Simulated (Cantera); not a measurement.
An adiabatic, constant-volume homogeneous reactor starts with CH4 : O2 : N2 = 1 : 1.54 : 5.78 (molar parts), equivalence ratio 1.3, at 1273 K and 6.70 bar. Integrator tolerance rtol = 1e-08.

Detailed kinetics in Cantera: GRI-Mech 3.0 (53 species, 325 reactions). Above 3000 K some thermodynamic fits are extrapolated.

Task: What does this change do: initial temperature 1273 to 1425 K?

Result: 
```json
[
 {"quantity": "time of steepest temperature rise", "before": "3.23 ms", "after": "0.591 ms"},
 {"quantity": "temperature at 0.400 s", "before": "3014 K", "after": "3076 K"},
 {"quantity": "equilibrium temperature", "before": "3014 K", "after": "3076 K"},
 {"quantity": "x(CH4) at 0.400 s", "before": "5.12e-12 (gas-phase equilibrium 6.02e-12)", "after": "4.31e-12 (gas-phase equilibrium 5.11e-12)"},
 {"quantity": "x(O2) at 0.400 s", "before": "0.00217 (gas-phase equilibrium 0.00217)", "after": "0.00308 (gas-phase equilibrium 0.00308)"},
 {"quantity": "x(CO2) at 0.400 s", "before": "0.0397 (gas-phase equilibrium 0.0397)", "after": "0.0373 (gas-phase equilibrium 0.0373)"},
 {"quantity": "x(C2H6) at 0.400 s", "before": "<1e-12 (gas-phase equilibrium <1e-12)", "after": "<1e-12 (gas-phase equilibrium <1e-12)"},
 {"quantity": "x(H2) at 0.400 s", "before": "0.0424 (gas-phase equilibrium 0.0424)", "after": "0.0440 (gas-phase equilibrium 0.0440)"},
 {"quantity": "x(HCN) at 0.400 s", "before": "1.03e-7 (gas-phase equilibrium 1.03e-7)", "after": "1.06e-7 (gas-phase equilibrium 1.06e-7)"},
 {"quantity": "x(CH2CO) at 0.400 s", "before": "<1e-12 (gas-phase equilibrium <1e-12)", "after": "<1e-12 (gas-phase equilibrium <1e-12)"}
]
```

Task: What does this change do: 0.38 parts CO2 added?

Result: 
```
quantity                                                              before                                      after
---------------------------------  -----------------------------------------  -----------------------------------------
time of steepest temperature rise                                    3.23 ms                                    3.47 ms
temperature at 0.400 s                                                3014 K                                     2921 K
equilibrium temperature                                               3014 K                                     2921 K
x(CH4) at 0.400 s                  5.12e-12 (gas-phase equilibrium 6.02e-12)  2.38e-12 (gas-phase equilibrium 2.81e-12)
x(O2) at 0.400 s                     0.00217 (gas-phase equilibrium 0.00217)    0.00252 (gas-phase equilibrium 0.00252)
x(CO2) at 0.400 s                      0.0397 (gas-phase equilibrium 0.0397)      0.0670 (gas-phase equilibrium 0.0670)
x(C2H6) at 0.400 s                     <1e-12 (gas-phase equilibrium <1e-12)      <1e-12 (gas-phase equilibrium <1e-12)
x(H2) at 0.400 s                       0.0424 (gas-phase equilibrium 0.0424)      0.0300 (gas-phase equilibrium 0.0300)
x(HCN) at 0.400 s                    1.03e-7 (gas-phase equilibrium 1.03e-7)    6.35e-8 (gas-phase equilibrium 6.35e-8)
x(CH2CO) at 0.400 s                    <1e-12 (gas-phase equilibrium <1e-12)      <1e-12 (gas-phase equilibrium <1e-12)
```

Task: What does this change do: constant pressure in place of constant volume?

Result: 
```tsv
quantity	before	after
time of steepest temperature rise	3.23 ms	3.45 ms
temperature at 0.400 s	3014 K	2746 K
equilibrium temperature	3014 K	2746 K
x(CH4) at 0.400 s	5.12e-12 (gas-phase equilibrium 6.02e-12)	1.40e-12 (gas-phase equilibrium 1.64e-12)
x(O2) at 0.400 s	0.00217 (gas-phase equilibrium 0.00217)	0.000925 (gas-phase equilibrium 0.000925)
x(CO2) at 0.400 s	0.0397 (gas-phase equilibrium 0.0397)	0.0445 (gas-phase equilibrium 0.0445)
x(C2H6) at 0.400 s	<1e-12 (gas-phase equilibrium <1e-12)	<1e-12 (gas-phase equilibrium <1e-12)
x(H2) at 0.400 s	0.0424 (gas-phase equilibrium 0.0424)	0.0404 (gas-phase equilibrium 0.0404)
x(HCN) at 0.400 s	1.03e-7 (gas-phase equilibrium 1.03e-7)	3.46e-8 (gas-phase equilibrium 3.46e-8)
x(CH2CO) at 0.400 s	<1e-12 (gas-phase equilibrium <1e-12)	<1e-12 (gas-phase equilibrium <1e-12)
```
